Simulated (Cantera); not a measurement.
Feed: 1 mol Cu2O, 5.9 mol CH4, 1.3 mol CO, equilibrated at 375 Torr.

Equilibrium computed with Cantera from the NASA thermochemical tables; the gas is ideal and each condensed phase is pure. Candidate condensed phases: C, C6H6, C7H8, C8H18, Cu, CuO, Cu(OH)2, Cu2O, H2O; 113 gas species. Kinetics and transport are ignored.

log p: log10 of the partial pressure in bar; n: condensed amount in mol.

```json
[
 {"T (K)": "1348", "log p H2": "-0.38", "log p CO": "-1.09", "log p CH4": "-2.99", "log p Cu": "-6.33", "n C(graphite)": "4.88", "n Cu(s)": "2.00", "n Cu(l)": "0"},
 {"T (K)": "1398", "log p H2": "-0.38", "log p CO": "-1.09", "log p CH4": "-3.12", "log p Cu": "-5.89", "n C(graphite)": "4.88", "n Cu(s)": "0", "n Cu(l)": "2.00"},
 {"T (K)": "1448", "log p H2": "-0.38", "log p CO": "-1.09", "log p CH4": "(withheld)", "log p Cu": "(withheld)", "n C(graphite)": "4.89", "n Cu(s)": "0", "n Cu(l)": "2.00"},
 {"T (K)": "1498", "log p H2": "-0.38", "log p CO": "-1.09", "log p CH4": "(withheld)", "log p Cu": "(withheld)", "n C(graphite)": "4.89", "n Cu(s)": "0", "n Cu(l)": "2.00"},
 {"T (K)": "1548", "log p H2": "-0.38", "log p CO": "-1.09", "log p CH4": "-3.45", "log p Cu": "-4.75", "n C(graphite)": "4.89", "n Cu(s)": "0", "n Cu(l)": "2.00"},
 {"T (K)": "1598", "log p H2": "-0.38", "log p CO": "-1.09", "log p CH4": "-3.54", "log p Cu": "-4.41", "n C(graphite)": "4.89", "n Cu(s)": "0", "n Cu(l)": "2.00"},
 {"T (K)": "1648", "log p H2": "-0.38", "log p CO": "-1.09", "log p CH4": "-3.63", "log p Cu": "-4.10", "n C(graphite)": "4.89", "n Cu(s)": "0", "n Cu(l)": "2.00"},
 {"T (K)": "1698", "log p H2": "-0.38", "log p CO": "-1.09", "log p CH4": "-3.71", "log p Cu": "-3.81", "n C(graphite)": "4.89", "n Cu(s)": "0", "n Cu(l)": "2.00"},
 {"T (K)": "1748", "log p H2": "-0.38", "log p CO": "-1.09", "log p CH4": "-3.79", "log p Cu": "-3.54", "n C(graphite)": "4.89", "n Cu(s)": "0", "n Cu(l)": "1.99"},
 {"T (K)": "1798", "log p H2": "-0.38", "log p CO": "-1.09", "log p CH4": "-3.87", "log p Cu": "-3.28", "n C(graphite)": "4.89", "n Cu(s)": "0", "n Cu(l)": "1.99"},
 {"T (K)": "1848", "log p H2": "-0.38", "log p CO": "-1.09", "log p CH4": "-3.94", "log p Cu": "-3.03", "n C(graphite)": "4.89", "n Cu(s)": "0", "n Cu(l)": "1.97"}
]
```

What belongs in the gaps?


- 1448, log p CH4: -3.23
- 1448, log p Cu: -5.48
- 1498, log p CH4: -3.34
- 1498, log p Cu: -5.10
